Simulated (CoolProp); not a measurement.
Saturation properties of ammonia.

The numbers come from the reference Helmholtz-energy equation of state, Gao 2020 in CoolProp.

| T (°C) | p (kPa) | liquid density (kg/m³) | surface tension (mN/m) | liquid viscosity (µPa s) |
|---|---|---|---|---|
| -7.15 | 325.9 | 648.2 | 28.0 | 184 |
| 4.85 | 512.8 | 632.0 | 25.2 | 162 |
| 16.85 | 774.0 | 615.0 | 22.4 | 143 |
| 28.85 | 1127 | 597.1 | 19.6 | 127 |
| 40.95 | 1596 | 578.1 | 16.9 | 113 |
| 52.95 | 2193 | 557.9 | 14.2 | 101 |
| 64.95 | 2945 | 536.1 | 11.7 | 90.2 |
| 76.95 | 3874 | 512.2 | 9.21 | 80.4 |

It boils at -33.3 °C under 1 atm.

Viscosity comes from a separate model (Fenghour 1995). Surface tension comes from a separate correlation (Mulero 2012).
